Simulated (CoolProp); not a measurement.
Saturation properties of toluene.

Model: reference Helmholtz-energy equation of state, Lemmon 2006, in CoolProp. It is a short technical equation, of lower accuracy than the large ones.

```json
[
 {"T (°C)": "146.95", "p (kPa)": "___", "enthalpy of vaporisation (kJ/kg)": "335.4", "liquid viscosity (µPa s)": "193"},
 {"T (°C)": "157.05", "p (kPa)": "322.2", "enthalpy of vaporisation (kJ/kg)": "___", "liquid viscosity (µPa s)": "181"},
 {"T (°C)": "167.05", "p (kPa)": "398.6", "enthalpy of vaporisation (kJ/kg)": "319.8", "liquid viscosity (µPa s)": "170"},
 {"T (°C)": "177.15", "p (kPa)": "___", "enthalpy of vaporisation (kJ/kg)": "___", "liquid viscosity (µPa s)": "159"},
 {"T (°C)": "187.25", "p (kPa)": "594.2", "enthalpy of vaporisation (kJ/kg)": "___", "liquid viscosity (µPa s)": "___"},
 {"T (°C)": "197.25", "p (kPa)": "714.2", "enthalpy of vaporisation (kJ/kg)": "293.4", "liquid viscosity (µPa s)": "140"},
 {"T (°C)": "207.35", "p (kPa)": "852.9", "enthalpy of vaporisation (kJ/kg)": "283.5", "liquid viscosity (µPa s)": "132"},
 {"T (°C)": "217.45", "p (kPa)": "1011", "enthalpy of vaporisation (kJ/kg)": "273.0", "liquid viscosity (µPa s)": "___"},
 {"T (°C)": "227.45", "p (kPa)": "1188", "enthalpy of vaporisation (kJ/kg)": "261.9", "liquid viscosity (µPa s)": "116"},
 {"T (°C)": "237.55", "p (kPa)": "1389", "enthalpy of vaporisation (kJ/kg)": "249.7", "liquid viscosity (µPa s)": "108"},
 {"T (°C)": "247.65", "p (kPa)": "1615", "enthalpy of vaporisation (kJ/kg)": "236.5", "liquid viscosity (µPa s)": "100"},
 {"T (°C)": "257.65", "p (kPa)": "1865", "enthalpy of vaporisation (kJ/kg)": "222.1", "liquid viscosity (µPa s)": "___"},
 {"T (°C)": "267.75", "p (kPa)": "2147", "enthalpy of vaporisation (kJ/kg)": "205.9", "liquid viscosity (µPa s)": "85.4"}
]
```

### Question
Complete the blanks.

### Answer

- 146.95, p (kPa): 256.8
- 157.05, enthalpy of vaporisation (kJ/kg): 327.7
- 177.15, p (kPa): 489.1
- 177.15, enthalpy of vaporisation (kJ/kg): 311.4
- 187.25, enthalpy of vaporisation (kJ/kg): 302.6
- 187.25, liquid viscosity (µPa s): 149
- 217.45, liquid viscosity (µPa s): 123
- 257.65, liquid viscosity (µPa s): 92.9

It boils at 110.6 °C under 1 atm.

Viscosity comes from a separate model (Avgeri 2015).
